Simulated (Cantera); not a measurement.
A perfectly stirred reactor is fed with NH3 : H2 = 1 : 2.5 (molar parts), at 100.0 Torr; it is held at 1350 K, and followed from long to short residence time.

Model: the gas-phase N/H chemistry of the illustrative SiF4/NH3 mechanism in the Surface Chemkin manual (1991), integrated in Cantera. Walls and surfaces, which speed up NH3 decomposition in real reactors, are not modelled.

What does this change do: temperature 1350 to 2275 K?


```csv
quantity,before,after
x(NH3) at τ = 3.40 s,0.286,0.000344
x(H2) at τ = 3.40 s,0.714,0.870
x(N) at τ = 3.40 s,4.67e-11,1.34e-5
x(H) at τ = 3.40 s,4.61e-6,0.0195
x(N2H2) at τ = 3.40 s,8.18e-9,5.91e-9
x(NH3) at τ = 54.0 ms,0.286,0.0723
x(H2) at τ = 54.0 ms,0.714,0.842
x(N) at τ = 54.0 ms,<1e-12,6.57e-6
x(H) at τ = 54.0 ms,6.20e-7,0.00255
x(N2H2) at τ = 54.0 ms,1.63e-10,1.10e-6
```

What does this change do: temperature 1350 to 1823 K?


```json
[
 {"quantity": "x(NH3) at τ = 3.40 s", "before": "0.286", "after": "0.111"},
 {"quantity": "x(H2) at τ = 3.40 s", "before": "0.714", "after": "0.821"},
 {"quantity": "x(N) at τ = 3.40 s", "before": "4.67e-11", "after": "1.70e-7"},
 {"quantity": "x(H) at τ = 3.40 s", "before": "4.61e-6", "after": "0.000332"},
 {"quantity": "x(N2H2) at τ = 3.40 s", "before": "8.18e-9", "after": "1.93e-7"},
 {"quantity": "x(NH3) at τ = 54.0 ms", "before": "0.286", "after": "0.278"},
 {"quantity": "x(H2) at τ = 54.0 ms", "before": "0.714", "after": "0.718"},
 {"quantity": "x(N) at τ = 54.0 ms", "before": "<1e-12", "after": "1.51e-7"},
 {"quantity": "x(H) at τ = 54.0 ms", "before": "6.20e-7", "after": "0.000209"},
 {"quantity": "x(N2H2) at τ = 54.0 ms", "before": "1.63e-10", "after": "5.73e-7"}
]
```
